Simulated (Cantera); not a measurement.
Charge: 1 mol SiCl₄, a varied amount of Cl₂, 0.74 mol H₂, 1.8 mol HCl, at 925 K and 0.100 bar.

Cantera equilibrium calculation (NASA polynomials, part measured and part estimated; ideal gas, pure solids and liquids). Candidate condensed phases: Si; 19 gas species. The numbers say what is thermodynamically allowed, not how fast it happens.

x: gas mole fraction; nothing condenses.

```tsv
n(Cl₂) (mol)	x HCl	x Cl₂	x SiCl₄	x H₂	x Cl	x SiHCl₃
0.5	0.693	3.81e-11	0.247	0.0593	2.26e-9	7.69e-5
0.59	0.722	6.75e-11	0.242	0.0363	3.01e-9	4.42e-5
0.69	0.752	2.25e-10	0.236	0.0118	5.49e-9	1.35e-5
0.81	0.754	…	0.230	…	…	<1e-12
0.95	0.730	…	0.223	…	…	<1e-12
1.1	0.707	0.0775	0.216	3.03e-11	0.000102	<1e-12
1.3	0.678	0.116	0.207	1.87e-11	0.000124	<1e-12
1.5	0.651	0.151	0.198	1.32e-11	0.000142	<1e-12
1.8	0.614	0.198	0.187	8.94e-12	0.000163	<1e-12
2.1	0.582	0.241	0.177	6.60e-12	0.000180	<1e-12
2.5	0.543	0.291	0.166	4.76e-12	0.000197	<1e-12
```

Question: Complete the blanks.

Answer: 
- 0.95, x Cl₂: 0.0467
- 0.95, x H₂: 5.37e-11
- 0.95, x Cl: 7.91e-5
- 0.81, x Cl₂: 0.0161
- 0.81, x H₂: 1.66e-10
- 0.81, x Cl: 4.64e-5
